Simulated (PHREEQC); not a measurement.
# Buffer

A solution holds 0.0013 mol NaHSO4, 0.19 mol K2HPO4 and 0.0023 mol NaCl per kg of water, at 25 °C. Closed to the air; pH follows from the charge balance.

All values are PHREEQC results (ion-association model, phreeqc.dat), not measurements.

No solid was allowed to form.

### Question
Predict the pH, ionic strength.

### Answer
pH 8.68; ionic strength 0.528 mol/kgw.

### Question
In which forms is S present?

### Answer
SO4-2 68 %, KSO4- 32 % of the S.

Species that the database lacks are ignored.
